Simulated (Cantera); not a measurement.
Input (Python, Cantera):

```python
import numpy as np
import cantera as ct

gas = ct.Solution("gri30.yaml")


def delay(T, t_max=10):
    gas.TPX = T, 270000, {'CH4': 1, 'O2': 3.45, 'N2': 13.4, 'H2O': 0.4}
    reactor = ct.IdealGasReactor(gas, clone=False)
    net = ct.ReactorNet([reactor])
    net.rtol, net.atol = 1e-8, 1e-16
    while net.time < t_max:
        t_old, T_old = net.time, reactor.T
        net.step()
        if reactor.T > T + 400:  # ignition: a rise of 400 K
            return t_old + (T + 400 - T_old) / (reactor.T - T_old) * (net.time - t_old)
    return np.nan


taus = []
for T in [1473, 1548, 1623, 1698, 1773]:
    taus.append(delay(T))
    print(f"T0 = {T:6g} K   tau = {taus[-1]:.4e} s")

# d ln(tau) / d ln(k), from doubling and halving each rate constant
T, sens = 1548, []
for i in range(gas.n_reactions):
    gas.set_multiplier(2.0, i)
    up = delay(T)
    gas.set_multiplier(0.5, i)
    down = delay(T)
    gas.set_multiplier(1.0, i)
    sens.append((np.log(up / down) / np.log(4.0), gas.reaction(i).equation))
sens.sort(key=lambda x: -abs(x[0]))
print(f"sensitivities at {T} K")
for s, eq in sens[:10]:
    print(f"{s:8.3f}  {eq}")
```

Output:

```
T0 =   1473 K   tau = 5.9344e-04 s
T0 =   1548 K   tau = 2.8975e-04 s
T0 =   1623 K   tau = 1.5196e-04 s
T0 =   1698 K   tau = 8.5299e-05 s
T0 =   1773 K   tau = 5.0873e-05 s
sensitivities at 1548 K
  -0.470  CH3 + O2 <=> CH3O + O
  -0.333  H + O2 <=> O + OH
   0.320  2 CH3 (+M) <=> C2H6 (+M)
   0.240  CH4 + H <=> CH3 + H2
  -0.188  CH3 + HO2 <=> CH3O + OH
  -0.157  CH3 + O2 <=> CH2O + OH
  -0.106  2 CH3 <=> C2H5 + H
   0.101  CH4 + OH <=> CH3 + H2O
  -0.098  CH2O + O2 <=> HCO + HO2
  -0.089  CH3 + HO2 <=> CH4 + O2
```

Computed with Cantera and GRI-Mech 3.0 (53 species, 325 reactions).
